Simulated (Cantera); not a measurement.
Mixture: H₂ : O₂ : N₂ = 1 : 0.417 : 2.79 (molar parts), equivalence ratio 1.2, at 3530 Torr, adiabatic and at constant pressure. Ignition delay is the time to a rise of 400 K.

Detailed kinetics in Cantera: the H2/O2 subset of GRI-Mech 3.0, which has no nitrogen chemistry. The hydrogen kinetics of GRI-Mech 3.0 are dated; newer H2 mechanisms differ, most at raised pressure. Below about 950 K walls govern HO2 and H2O2 in real vessels.

**Question.** What does this change do: pressure from 3530 Torr to 25500 Torr?

**Answer.** 
```csv
quantity,before,after
delay at 925 K,0.104 s,32.5 ms
delay at 975 K,25.9 ms,9.69 ms
delay at 1025 K,6.39 ms,3.26 ms
delay at 1075 K,1.30 ms,1.21 ms
delay at 1125 K,0.136 ms,0.483 ms
delay at 1175 K,31.6 µs,0.204 ms
delay at 1225 K,17.6 µs,88.5 µs
```
The pressure lies above the range GRI-Mech 3.0 was tuned for (to about 10 atm).

**Question.** What does this change do: pressure from 3530 Torr to 7500 Torr?

**Answer.** 
| quantity | before | after |
|---|---|---|
| delay at 925 K | 0.104 s | 68.5 ms |
| delay at 975 K | 25.9 ms | 19.3 ms |
| delay at 1025 K | 6.39 ms | 5.89 ms |
| delay at 1075 K | 1.30 ms | 1.87 ms |
| delay at 1125 K | 0.136 ms | 0.580 ms |
| delay at 1175 K | 31.6 µs | 0.156 ms |
| delay at 1225 K | 17.6 µs | 30.6 µs |
